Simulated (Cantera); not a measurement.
An isothermal, constant-pressure homogeneous reactor starts with N2O : N2 = 1 : 1.6 (molar parts), at 1175 K and 10.00 Torr. Integrator tolerance rtol = 1e-08.

Cantera simulation using GRI-Mech 3.0 (53 species, 325 reactions); the numbers are that mechanism's predictions, not measurements. GRI-Mech 3.0 was tuned for natural gas; its chemistry of N2O as a main component is partial and can be far from experiment. Radical loss at walls, strong at low pressure, is not modelled. The mechanism lacks the step 2 NO + O2 → 2 NO2, which can matter for NO2 below about 1400 K. The temperature is held fixed by assumption; the heat of reaction is taken as removed at once.

### Question
What does this change do: pressure from 10.00 Torr to 100.0 Torr?

### Answer
| quantity | before | after |
|---|---|---|
| x(N2O) at 7.00 s | 0.369 (gas-phase equilibrium 1.24e-9) | 0.257 (gas-phase equilibrium 3.92e-9) |
| x(N2) at 7.00 s | 0.624 (gas-phase equilibrium 0.839) | 0.685 (gas-phase equilibrium 0.839) |
| x(NO2) at 7.00 s | 1.62e-7 (gas-phase equilibrium 2.82e-7) | 1.58e-5 (gas-phase equilibrium 8.91e-7) |
| x(O) at 7.00 s | 1.23e-6 (gas-phase equilibrium 5.11e-8) | 1.18e-6 (gas-phase equilibrium 1.62e-8) |
| x(NO) at 7.00 s | 0.00126 (gas-phase equilibrium 0.000146) | 0.0101 (gas-phase equilibrium 0.000146) |
| x(O2) at 7.00 s | 0.00603 (gas-phase equilibrium 0.161) | 0.0486 (gas-phase equilibrium 0.161) |

### Question
What does this change do: temperature 1175 to 1600 K?

### Answer
```csv
quantity,before,after
x(N2O) at 7.00 s,0.369 (gas-phase equilibrium 1.24e-9),3.73e-6 (gas-phase equilibrium 1.25e-8)
x(N2) at 7.00 s,0.624 (gas-phase equilibrium 0.839),0.791 (gas-phase equilibrium 0.838)
x(NO2) at 7.00 s,1.62e-7 (gas-phase equilibrium 2.82e-7),3.22e-5 (gas-phase equilibrium 7.10e-7)
x(O) at 7.00 s,1.23e-6 (gas-phase equilibrium 5.11e-8),4.33e-5 (gas-phase equilibrium 5.06e-5)
x(NO) at 7.00 s,0.00126 (gas-phase equilibrium 0.000146),0.0956 (gas-phase equilibrium 0.00175)
x(O2) at 7.00 s,0.00603 (gas-phase equilibrium 0.161),0.113 (gas-phase equilibrium 0.160)
```
